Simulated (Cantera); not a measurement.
Input: 1 mol SiH2Cl2, 2.9 mol O3, held at 18000 Pa.

Method: chemical equilibrium by Gibbs-energy minimisation in Cantera with the NASA 1993 tables (ideal gas, pure condensed phases). Candidate condensed phases: H2O, Si, SiO2; 30 gas species. Rates play no part.

Which condensed phases are stable at each of these points (T (°C)): 425, 475, 525, 575, 625, 675, 725, 775?


```json
[
 {"T (°C)": "425", "condensed phases": "SiO2(α-quartz)", "Si condensed (%)": "100.0"},
 {"T (°C)": "475", "condensed phases": "SiO2(α-quartz)", "Si condensed (%)": "100.0"},
 {"T (°C)": "525", "condensed phases": "SiO2(α-quartz)", "Si condensed (%)": "100.0"},
 {"T (°C)": "575", "condensed phases": "SiO2(β-quartz)", "Si condensed (%)": "100.0"},
 {"T (°C)": "625", "condensed phases": "SiO2(β-quartz)", "Si condensed (%)": "100.0"},
 {"T (°C)": "675", "condensed phases": "SiO2(β-quartz)", "Si condensed (%)": "100.0"},
 {"T (°C)": "725", "condensed phases": "SiO2(β-quartz)", "Si condensed (%)": "100.0"},
 {"T (°C)": "775", "condensed phases": "SiO2(β-quartz)", "Si condensed (%)": "100.0"}
]
```

From 425 °C to 525 °C the condensed part is SiO2(α-quartz). From 575 °C to 775 °C the condensed part is SiO2(β-quartz).
